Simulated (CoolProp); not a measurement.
Model: reference Helmholtz-energy equation of state, Platzer 1990, in CoolProp. This equation is an older, rougher fit; its heat capacities, sound speeds and derivatives of the liquid may be far off and weren't checked against measurements.

### Question
Give the vapour pressure (MPa), liquid density (kg/m³), vapour density (kg/m³), enthalpy of vaporisation (kJ/kg) of saturated CF4 (R14) at 141, 172.2 K.

### Answer
```csv
T (K),p (MPa),liquid density (kg/m³),vapour density (kg/m³),enthalpy of vaporisation (kJ/kg)
141,0.0752,1620,5.81,137
172.2,0.491,1450,34.0,117
```
